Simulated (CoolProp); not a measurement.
Properties of chloromethane (R40) along the isobar 0.101 MPa (Tc = 418.6 K, pc = 6.929 MPa, ω = 0.150).

Model: reference Helmholtz-energy equation of state, Thol 2014, in CoolProp.

```csv
T (K),phase,cv (kJ/(kg K)),speed of sound (m/s),isothermal compressibility (1/MPa)
374.7,gas,0.7575,272.8,9.979
381.5,gas,0.7671,275.1,9.975
388.3,gas,0.7768,277.3,9.970
395.1,gas,0.7864,279.4,9.966
401.9,gas,0.7960,281.6,9.963
408.7,gas,0.8057,283.7,9.959
415.5,gas,0.8152,285.8,9.956
422.3,gas,0.8248,287.9,9.953
429.1,gas,0.8343,290.0,9.950
435.9,gas,0.8438,292.1,9.948
442.7,gas,0.8532,294.1,9.945
449.5,gas,0.8625,296.1,9.943
456.3,gas,0.8718,298.2,9.941
463.1,gas,0.8810,300.1,9.939
469.9,gas,0.8901,302.1,9.937
```
